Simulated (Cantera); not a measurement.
**C₆H₆ + O₂ (carbon deposition, reforming and gasification)**

A closed system holds: 1 mol C₆H₆, 0.014 mol O₂, held at 2475 K and 28.0 bar.

Method: chemical equilibrium by Gibbs-energy minimisation in Cantera with the NASA 1993 tables (ideal gas, pure condensed phases). Candidate condensed phases: C, C₆H₆, C₇H₈, C₈H₁₈, H₂O; 110 gas species. Kinetics and transport are ignored.

```json
{
  "x(H₂)": "0.972",
  "x(C₂H₂ (acetylene))": "0.00946",
  "x(CO)": "0.00926",
  "x(H)": "0.00419",
  "x(CH₄)": "0.00414",
  "x(CH₃)": "0.000323",
  "x(C₂H₄)": "0.000205",
  "x(C₄H₂)": "3.79e-5",
  "x(C₃H₄ (propyne))": "9.58e-6",
  "n(C(graphite))": "5.90 mol",
  "gas_amount": "3.021 mol"
}
```
